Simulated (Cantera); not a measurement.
A freely propagating, adiabatic, planar premixed flame of H2 : O2 : N2 : H2O = 1 : 0.455 : 1.71 : 0.021 (molar parts), unburnt at 450 K and 240000 Pa; mixture-averaged transport, grid criteria slope 0.08 and curve 0.16, no radiation.

Computed with Cantera and the H2/O2 subset of GRI-Mech 3.0, which has no nitrogen chemistry. The hydrogen kinetics of GRI-Mech 3.0 are dated; newer H2 mechanisms differ, most at raised pressure. Burning velocities carry a grid error of a few per cent, more on coarse grids.

### Question
Predict: laminar burning velocity; thermal thickness; peak x(HO2); peak x(OH); peak x(H2O2); peak x(O).

### Answer
* **laminar burning velocity**: 478 cm/s
* **thermal thickness**: 0.131 mm
* **peak x(HO2)**: 0.000744
* **peak x(OH)**: 0.0158
* **peak x(H2O2)**: 8.48e-5
* **peak x(O)**: 0.00856
